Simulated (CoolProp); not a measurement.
A single-stage vapour-compression cycle with propylene: evaporating at 283.15 K (dew point), condensing at 343.15 K (bubble point), superheat 0 K, subcooling 5 K, compressor efficiency 0.8, no pressure losses. Each further row changes one setting.

Values from CoolProp's reference Helmholtz-energy equation of state, Lemmon 2013.

| case | cooling COP | pressure ratio | discharge temperature (K) | refrigerating effect (kJ/kg) | volumetric capacity (kJ/m³) |
|---|---|---|---|---|---|
| as stated | 2.48 | 3.96 | 361.8 | 206 | 3360 |
| evaporating temperature 288.15 K | 2.83 | 3.45 | 360.1 | 210 | 3930 |
| condensing temperature 338.15 K | 2.88 | 3.59 | 355.6 | 222 | 3630 |
| subcooling 10 K | 2.68 | 3.96 | 361.8 | 223 | 3640 |
| superheat 10 K | 2.53 | 3.96 | 371.1 | 223 | 3450 |
| compressor efficiency 0.7 | 2.17 | 3.96 | 366.5 | 206 | 3360 |
